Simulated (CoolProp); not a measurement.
Saturation properties of octamethylcyclotetrasiloxane (D4).

The numbers come from the reference Helmholtz-energy equation of state, Thol 2015 in CoolProp.

```json
[
 {"T (°C)": "76.35", "p (MPa)": "0.003018", "liquid density (kg/m³)": "891.3", "enthalpy of vaporisation (kJ/kg)": "167.0", "liquid cp (kJ/(kg K))": "1.765", "vapour Z": "0.9947", "surface tension (mN/m)": "14.2"},
 {"T (°C)": "102.55", "p (MPa)": "0.009700", "liquid density (kg/m³)": "860.1", "enthalpy of vaporisation (kJ/kg)": "157.8", "liquid cp (kJ/(kg K))": "1.822", "vapour Z": "0.9867", "surface tension (mN/m)": "12.3"},
 {"T (°C)": "128.85", "p (MPa)": "0.02566", "liquid density (kg/m³)": "827.5", "enthalpy of vaporisation (kJ/kg)": "148.4", "liquid cp (kJ/(kg K))": "1.882", "vapour Z": "0.9722", "surface tension (mN/m)": "10.5"},
 {"T (°C)": "155.15", "p (MPa)": "0.05816", "liquid density (kg/m³)": "793.5", "enthalpy of vaporisation (kJ/kg)": "138.8", "liquid cp (kJ/(kg K))": "1.945", "vapour Z": "0.9488", "surface tension (mN/m)": "8.73"},
 {"T (°C)": "181.35", "p (MPa)": "0.1166", "liquid density (kg/m³)": "757.4", "enthalpy of vaporisation (kJ/kg)": "128.6", "liquid cp (kJ/(kg K))": "2.011", "vapour Z": "0.9147", "surface tension (mN/m)": "7.02"},
 {"T (°C)": "207.65", "p (MPa)": "0.2132", "liquid density (kg/m³)": "718.1", "enthalpy of vaporisation (kJ/kg)": "117.4", "liquid cp (kJ/(kg K))": "2.083", "vapour Z": "0.8675", "surface tension (mN/m)": "5.37"},
 {"T (°C)": "233.95", "p (MPa)": "0.3621", "liquid density (kg/m³)": "673.8", "enthalpy of vaporisation (kJ/kg)": "104.6", "liquid cp (kJ/(kg K))": "2.166", "vapour Z": "0.8041", "surface tension (mN/m)": "3.80"},
 {"T (°C)": "260.15", "p (MPa)": "0.5795", "liquid density (kg/m³)": "621.5", "enthalpy of vaporisation (kJ/kg)": "89.24", "liquid cp (kJ/(kg K))": "2.279", "vapour Z": "0.7193", "surface tension (mN/m)": "2.34"},
 {"T (°C)": "286.45", "p (MPa)": "0.8900", "liquid density (kg/m³)": "551.4", "enthalpy of vaporisation (kJ/kg)": "68.29", "liquid cp (kJ/(kg K))": "2.510", "vapour Z": "0.5986", "surface tension (mN/m)": "1.03"}
]
```

It boils at 175.7 °C under 1 atm.

Surface tension comes from a separate correlation (Mulero 2014), older than this fluid's equation and unchecked against measurements.
